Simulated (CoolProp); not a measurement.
Vapour-liquid equilibrium of carbon dioxide (1) + dimethyl ether (2) at 2.95 °C; x and y are mole fractions of (1).

Values from CoolProp's multi-fluid Helmholtz-energy mixture model, Span 1996 and Wu 2011; pair parameters Bell 2016.

```csv
x,"bubble pressure, mixture model (kPa)","bubble pressure, Raoult's law (kPa)","y, mixture model","y, Raoult's law"
0.05,401.6,468.8,0.283,0.402
0.15,634.3,815.8,0.575,0.692
0.25,894.5,1163,0.722,0.810
0.35,1183,1510,0.809,0.873
0.45,1501,1857,0.865,0.913
0.55,1846,2204,0.905,0.940
0.65,2219,2551,0.934,0.959
0.75,2619,2898,0.957,0.975
0.85,3047,3245,0.976,0.986
0.95,3511,3592,0.992,0.996
```

The largest gap from Raoult's law is -23.1 % in bubble pressure, at x = 0.25. No azeotrope shows between x = 0.05 and 0.95.

The pair parameters rest on a limited set of measurements; away from them the model extrapolates.
